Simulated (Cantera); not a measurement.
# Counterflow diffusion flame

A counterflow diffusion flame at 1.00 bar, nozzles 20 mm apart: fuel side CO : H₂ = 1 : 0.52 (molar parts) at 350 K, oxidiser side O₂ : N₂ = 0.2 : 0.8 (molar parts) at 525 K, fuel mass flux 0.89 times the oxidiser's; mixture-averaged transport, no radiation.

Model: GRI-Mech 3.0 (53 species, 325 reactions), integrated in Cantera. The maximum strain rate includes the flame's own expansion and is several times the mean.

```tsv
oxidiser flux (kg/m²/s)	max strain (1/s)	mean strain (1/s)	T max (K)	peak x OH	peak x H	peak x NO	peak x CO
0.6	352	86.1	2146	0.0111	0.0103	0.000101	0.687
0.78	447	112	2112	0.0112	0.0114	8.19e-5	0.687
1	563	143	2081	0.0112	0.0125	6.84e-5	0.686
1.3	718	187	2046	0.0112	0.0137	5.78e-5	0.685
1.7	922	244	2010	0.0111	0.0150	4.94e-5	0.684
2.2	1170	316	1974	0.0110	0.0164	4.32e-5	0.684
2.9	1520	416	1933	0.0108	0.0179	3.78e-5	0.685
3.7	1910	531	1897	0.0106	0.0193	3.38e-5	0.685
```
x: mole fraction; the columns are a selection and need not sum to one.
